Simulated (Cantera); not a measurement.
Input: 1 mol SiCl₄, 5.3 mol H₂, 1.9 mol HCl, equilibrated at 18000 Torr.

Cantera equilibrium calculation (NASA polynomials, part measured and part estimated; ideal gas, pure solids and liquids). Candidate condensed phases: Si; 19 gas species. Rates play no part.

Question: At 627 °C, list the 4 most abundant gas species with their mole fractions, and the condensed phases.

Answer: H₂ 0.645, HCl 0.233, SiCl₄ 0.121, SiHCl₃ 0.000953. Condensed: gas only.
